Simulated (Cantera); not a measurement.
Input: 1 mol SiO2, 0.071 mol C, 3.6 mol N2, at 1900 K and 1 atm.

Cantera equilibrium calculation (NASA polynomials, part measured and part estimated; ideal gas, pure solids and liquids). Candidate condensed phases: C, Si, SiC, SiO2, Si2N2O, Si3N4; 34 gas species. Mutual solubility and eutectic melting of coexisting phases are not modelled. The tables hold silica as quartz up to 1696 K and as liquid above; real silica turns to tridymite and cristobalite and melts near 1996 K. Equilibrium is a limit: real reactors are often held back by kinetics, nucleation or transport.

Base state: N2 0.971, CO 0.0192, SiO 0.00963 (mole fractions); condensed: SiO2(condensed) + Si2N2O(s).

Problem. What changes in the equilibrium state with this change: SiO2 replaced by SiC?

Solution. 
```tsv
species	before	after
N2	0.971	1.000
CO	0.0192	0
SiO	0.00963	0
SiO2(condensed), mol	0.941	0
Si2N2O(s), mol	0.0118	0
C(graphite), mol	0	0.0710
SiC(s), mol	0	1.000
```
